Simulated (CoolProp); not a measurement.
Fluorine along the isotherm 110.7 K: fugacity coefficient from the reference equation and from simpler models built on Tc = 144.4 K, pc = 5.240 MPa, ω = 0.045; each cubic takes its own stable root.

Model: reference Helmholtz-energy equation of state, de Reuck 1990, in CoolProp.

| p (MPa) | phase | reference |
|---|---|---|
| 1.43 | liquid | 0.5739 |
| 2.86 | liquid | 0.3002 |
| 4.29 | liquid | 0.2093 |
| 5.71 | liquid | 0.1644 |
| 7.14 | liquid | 0.1375 |
| 8.57 | liquid | 0.1197 |
| 10 | liquid | 0.1072 |
| 11.4 | liquid | 0.09813 |
| 12.9 | liquid | 0.09077 |
| 14.3 | liquid | 0.08543 |
| 15.7 | liquid | 0.08117 |
| 17.1 | liquid | 0.07772 |
| 18.6 | liquid | 0.07473 |
| 20 | liquid | 0.07247 |

Q: How far does each simpler model (van der Waals, Redlich-Kwong, Soave-Redlich-Kwong) lie from the reference over these 14 states: mean and median of the absolute difference, and the worst?

A: 
- van der Waals: mean 83.9 %, median 85.1 %, worst +106.3 % at 110.7 K and 20 MPa
- Redlich-Kwong: mean 2.1 %, median 2.1 %, worst +2.2 % at 110.7 K and 14.3 MPa
- Soave-Redlich-Kwong: mean 2.3 %, median 2.3 %, worst +2.4 % at 110.7 K and 14.3 MPa

At some of these states van der Waals gives the other phase, because its saturation line lies elsewhere.
